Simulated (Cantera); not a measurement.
A closed system holds: 1 mol TiO₂, 1.7 mol C, 0.59 mol H₂, at 2.20 mbar.

Cantera equilibrium calculation (NASA polynomials, part measured and part estimated; ideal gas, pure solids and liquids). Candidate condensed phases: C, C₆H₆, C₇H₈, C₈H₁₈, H₂O, Ti, TiC, TiO, TiO₂, Ti₂O₃, Ti₃O₅, Ti₄O₇; 113 gas species. Mutual solubility and eutectic melting of coexisting phases are not modelled. TiC, TiO: taken at fixed stoichiometry. Condensed phases not in the tables: solid solutions among these carbides, nitrides and lower oxides. Kinetics and transport are ignored.

x: gas mole fraction; n: condensed amount in mol.

| T (K) | x CO | x H₂ | x H | x TiO | x Ti | n C(graphite) | n TiC(s) | n Ti₃O₅(s) | n Ti₂O₃(s) | n TiO(s) |
|---|---|---|---|---|---|---|---|---|---|---|
| 1198 | 0.619 | 0.381 | 2.50e-6 | <1e-12 | <1e-12 | 0.367 | 0.375 | 0.208 | 0 | 0 |
| 1298 | 0.674 | 0.326 | 1.30e-5 | <1e-12 | <1e-12 | 0 | 0.480 | 0 | 0.260 | 0 |
| 1398 | 0.674 | 0.326 | ? | ? | <1e-12 | 0 | 0.480 | 0 | 0.260 | 0 |
| 1498 | 0.674 | 0.326 | ? | ? | ? | 0 | 0.480 | 0 | 0.260 | 0 |
| 1598 | 0.674 | 0.326 | 0.000647 | 3.75e-8 | 9.43e-10 | 0 | 0.480 | 0 | 0.260 | 0 |
| 1698 | 0.673 | 0.325 | 0.00176 | 6.56e-7 | 3.26e-8 | 0 | 0.480 | 0 | 0.260 | 0 |
| 1798 | 0.694 | 0.301 | 0.00412 | 7.50e-6 | 7.07e-7 | 0 | 0.350 | 0 | 0 | 0.650 |
| 1898 | 0.693 | 0.298 | 0.00910 | 5.36e-5 | 1.01e-5 | 0 | 0.350 | 0 | 0 | 0.650 |
| 1998 | 0.689 | 0.292 | 0.0185 | 0.000311 | 0.000110 | 0 | 0.350 | 0 | 0 | 0.649 |

### Question
Fill in the missing entries.

### Answer

- 1498, x H: 0.000209
- 1498, x TiO: 1.44e-9
- 1498, x Ti: 1.68e-11
- 1398, x H: 5.76e-5
- 1398, x TiO: 3.42e-11
